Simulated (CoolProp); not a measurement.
Vapour pressure (bar) of R141b: the reference equation beside estimates from Tc = 477.5 K, pc = 42.12 bar, ω = 0.220.

Model: reference Helmholtz-energy equation of state, Lemmon 2006, in CoolProp. It is a short technical equation, of lower accuracy than the large ones.

| T (K) | reference | van der Waals | Soave-Redlich-Kwong |
|---|---|---|---|
| 320.3 | 1.674 | 6.768 | 1.671 |
| 330.4 | 2.273 | 7.956 | 2.271 |
| 340.5 | 3.025 | 9.273 | 3.026 |
| 350.5 | 3.941 | 10.71 | 3.948 |
| 360.6 | 5.064 | 12.30 | 5.081 |
| 370.6 | 6.396 | 14.01 | 6.427 |
| 380.7 | 7.987 | 15.89 | 8.041 |
| 390.8 | 9.854 | 17.92 | 9.937 |
| 400.8 | 12.00 | 20.09 | 12.12 |
| 410.9 | 14.50 | 22.43 | 14.66 |
| 420.9 | 17.32 | 24.92 | 17.55 |
| 431 | 20.57 | 27.59 | 20.85 |

Absolute difference from the reference over all 12 rows, mean and median: van der Waals 131.3 and 109.0 %, Soave-Redlich-Kwong 0.6 and 0.6 %.
